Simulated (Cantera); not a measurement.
A Cantera script and its output.

```python
import numpy as np
import cantera as ct

surf = ct.Interface("ptcombust.yaml", "Pt_surf")
gas = surf.adjacent["gas"]
gas.TPX = 825, 160000, {'CH4': 0.003, 'O2': 0.019, 'N2': 0.79}
surf.TP = 825, 160000
reactor = ct.FlowReactor(gas, clone=False)
reactor.area = 0.0001  # m2
reactor.surface_area_to_volume_ratio = 4700  # 1/m
reactor.mass_flow_rate = 0.19 * reactor.area * gas.density  # inlet velocity 0.19 m/s
reactor.energy_enabled = False
wall = ct.ReactorSurface(surf, reactor, clone=False)
net = ct.ReactorNet([reactor])
net.rtol, net.atol = 1e-8, 1e-16
show, cover = ['CH4', 'O2', 'H2O', 'CO2', 'CO'], ['PT(S)', 'H(S)', 'O(S)', 'OH(S)', 'CO(S)', 'C(S)']

rows = []
print(f"{'z/m':>9s}{'u/(m/s)':>9s}" + "".join(f"{s:>13s}" for s in show + cover))
for z in [0.00022, 0.00048, 0.001, 0.0022, 0.0048, 0.01, 0.022]:
    net.advance(z)
    rows.append([reactor.speed, *gas[show].X, *surf[cover].coverages])
    print(f"{z:9.4g}{rows[-1][0]:9.3g}" + "".join(f"{x:13.4e}" for x in rows[-1][1:]))
```

Result:

```
      z/m  u/(m/s)          CH4           O2          H2O          CO2           CO        PT(S)         H(S)         O(S)        OH(S)        CO(S)         C(S)
  0.00022     0.19   3.5688e-03   2.3148e-02   2.5160e-04   1.2512e-04   6.8304e-07   7.3056e-02   4.1520e-09   9.2644e-01   4.9742e-04   9.4097e-06   2.0030e-08
  0.00048     0.19   3.4247e-03   2.2860e-02   5.3969e-04   2.6918e-04   6.5648e-07   7.3288e-02   6.0371e-09   9.2598e-01   7.2327e-04   9.1006e-06   1.9371e-08
    0.001     0.19   3.1509e-03   2.2312e-02   1.0874e-03   5.4307e-04   6.0571e-07   7.3777e-02   8.6042e-09   9.2519e-01   1.0257e-03   8.5090e-06   1.8112e-08
   0.0022     0.19   2.5869e-03   2.1184e-02   2.2152e-03   1.1070e-03   5.0038e-07   7.4882e-02   1.2519e-08   9.2364e-01   1.4708e-03   7.2412e-06   1.5413e-08
   0.0048     0.19   1.6511e-03   1.9313e-02   4.0865e-03   2.0428e-03   3.2289e-07   7.6933e-02   1.7691e-08   9.2104e-01   2.0203e-03   4.9318e-06   1.0498e-08
     0.01     0.19   6.2892e-04   1.7269e-02   6.1303e-03   3.0649e-03   1.2463e-07   7.9478e-02   2.2761e-08   9.1801e-01   2.5100e-03   2.0314e-06   4.3239e-09
    0.022     0.19   5.8683e-05   1.6129e-02   7.2705e-03   3.6350e-03   1.1724e-08   8.1054e-02   2.5541e-08   9.1619e-01   2.7574e-03   1.9869e-07   4.2292e-10
```

Cantera simulation using Deutschmann's 1995 Pt surface mechanism with GRI-Mech 3.0 gas chemistry; the numbers are that mechanism's predictions, not measurements. Catalytic surfaces can have several steady states; this one follows from the mechanism file's or the stated starting coverage. Mass transfer to the wall is taken as infinitely fast.
